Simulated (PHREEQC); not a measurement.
A made-up water analysis in mg/L, 25 °C, pH 2.53, pe 12.7:

```
constituent  mg/L
-----------  ----
Na            127
K             647
Ca            312
Mg            206
Cl            705
S(6) as SO4  1950
Mn(2)        2.33
```

Valence states are taken as typed.

Equilibrium calculation in PHREEQC: ion-association model, wateq4f.dat.

Each row changes one thing in this solution. This is a speciation only: nothing precipitates in the calculation.

| case | ionic strength (mol/kgw) | K+ (mol/kgw) | SO4-2 (mol/kgw) | Mg+2 (mol/kgw) | Ca+2 (mol/kgw) | MgSO4 (mol/kgw) | SI of Gypsum (CaSO4:2H2O) | SI of Epsomite (MgSO4:7H2O) |
|---|---|---|---|---|---|---|---|---|
| as made | 0.0706 | 0.0160 | 0.0124 | 0.00556 | 0.00540 | 0.00295 | -0.34 | -2.76 |
| Na from 127 to 63.5 mg/L | 0.0691 | 0.0160 | 0.0124 | 0.00553 | 0.00538 | 0.00298 | -0.34 | -2.75 |
| all concentrations times 3 at the same typed pH | 0.193 | 0.0471 | 0.0335 | 0.0145 | 0.0145 | 0.0112 | +0.25 | -2.17 |
| Mg from 206 to 103 mg/L | 0.0664 | 0.0160 | ? | 0.00267 | 0.00521 | ? | -0.31 | -3.03 |

Problem. Fill in the missing entries.

Solution. 
- Mg from 206 to 103 mg/L, SO4-2 (mol/kgw): 0.0134
- Mg from 206 to 103 mg/L, MgSO4 (mol/kgw): 0.00158

Some of these states are supersaturated (in Gypsum, for instance).
